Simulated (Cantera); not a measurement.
# N₂O + H₂O + H₂ (abatement and gas-phase synthesis)

Feed: 1 mol N₂O, 0.87 mol H₂O, 0.14 mol H₂, equilibrated at 100000 Pa.

These are equilibrium values from Cantera (NASA tables, ideal gas, pure condensed phases), not measurements of a reactor. Candidate condensed phases: H₂O; 24 gas species. Equilibrium is a limit: real reactors are often held back by kinetics, nucleation or transport.

```
T (K)  log p H₂O  log p N₂  log p O₂  log p OH  log p NO
-----  ---------  --------  --------  --------  --------
1825       -0.38     -0.39     -0.76     -2.81     -2.53
1875       -0.38     -0.39     -0.76     -2.69     -2.46
1925       -0.39     -0.39     -0.76     -2.57     -2.39
1975       -0.39     -0.39     -0.76     -2.46     -2.33
2025       -0.39     -0.39     -0.76     -2.35     -2.27
2075       -0.39     -0.39     -0.77     -2.25     -2.22
2125       -0.39     -0.39     -0.77     -2.16     -2.16
2175       -0.39     -0.39     -0.77     -2.07     -2.11
2225       -0.39     -0.39     -0.77     -1.98     -2.07
2275       -0.39     -0.39     -0.78     -1.90     -2.02
2325       -0.40     -0.40     -0.78     -1.82     -1.98
```
log p: log10 of the partial pressure in bar; nothing condenses.

From 1825 K to 2325 K nothing is condensed.
